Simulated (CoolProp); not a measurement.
Vapour pressure (MPa) of R123: the reference equation beside estimates from Tc = 456.8 K, pc = 3.662 MPa, ω = 0.282. Clausius-Clapeyron is anchored at 223.1 K with a constant enthalpy of vaporisation of 30.65 kJ/mol.

Values from CoolProp's reference Helmholtz-energy equation of state, Younglove 1994. It is a modified Benedict-Webb-Rubin equation, recast in Helmholtz form.

| T (K) | reference | Lee-Kesler | Clausius-Clapeyron | van der Waals | Redlich-Kwong | Soave-Redlich-Kwong | Peng-Robinson |
|---|---|---|---|---|---|---|---|
| 223.1 | 0.001762 | 0.001721 | 0.001762 | 0.08661 | 0.005930 | 0.001774 | 0.001939 |
| 234.8 | 0.003988 | 0.003886 | 0.004013 | 0.1224 | 0.01202 | 0.003988 | 0.004272 |
| 246.5 | 0.008234 | 0.008031 | 0.008455 | 0.1675 | 0.02240 | 0.008198 | 0.008638 |
| 258.1 | 0.01564 | 0.01530 | 0.01656 | 0.2228 | 0.03872 | 0.01554 | 0.01615 |
| 269.8 | 0.02795 | 0.02746 | 0.03076 | 0.2902 | 0.06339 | 0.02775 | 0.02851 |
| 281.5 | 0.04716 | 0.04656 | 0.05428 | 0.3704 | 0.09866 | 0.04685 | 0.04768 |
| 293.1 | 0.07546 | 0.07483 | 0.09114 | 0.4635 | 0.1466 | 0.07506 | 0.07579 |
| 304.8 | 0.1162 | 0.1157 | 0.1477 | 0.5720 | 0.2107 | 0.1158 | 0.1161 |
| 316.5 | 0.1723 | 0.1722 | 0.2310 | 0.6963 | 0.2933 | 0.1721 | 0.1718 |
| 328.1 | 0.2467 | 0.2472 | 0.3487 | 0.8357 | 0.3962 | 0.2470 | 0.2456 |
| 339.8 | 0.3445 | 0.3457 | 0.5133 | 0.9936 | 0.5238 | 0.3458 | 0.3427 |
| 351.5 | 0.4691 | 0.4712 | 0.7366 | 1.169 | 0.6781 | 0.4721 | 0.4668 |
| 363.1 | 0.6235 | 0.6263 | 1.030 | 1.362 | 0.8598 | 0.6289 | 0.6210 |
| 374.8 | 0.8149 | 0.8182 | 1.414 | 1.576 | 1.075 | 0.8238 | 0.8128 |

Absolute difference from the reference over all 14 rows, mean and median: Lee-Kesler 1.1 and 0.6 %, Clausius-Clapeyron 28.7 and 23.9 %, van der Waals 1047.6 and 453.2 %, Redlich-Kwong 104.7 and 87.8 %, Soave-Redlich-Kwong 0.5 and 0.6 %, Peng-Robinson 2.2 and 0.5 %.
